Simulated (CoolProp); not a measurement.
Vapour-liquid equilibrium of hydrogen chloride (1) + propane (2) at -89.25 °C; x and y are mole fractions of (1).

Computed with CoolProp (multi-fluid Helmholtz-energy mixture model, Thol 2018 and Lemmon 2009; pair parameters Bell 2016).

**Question.** Give the bubble pressure and the first vapour's composition at x = 0.05, 0.25, 0.85. Is there an azeotrope?

**Answer.** x = 0.05: 0.02194 MPa, y = 0.701; x = 0.25: 0.05856 MPa, y = 0.903; x = 0.85: 0.07468 MPa, y = 0.946. No azeotrope shows between x = 0.05 and 0.95.

Pair parameters are fitted to limited data, so mixtures are less certain than the pure fluids. With so large a gap from Raoult's law the liquid may split in two, which this calculation doesn't test in full.
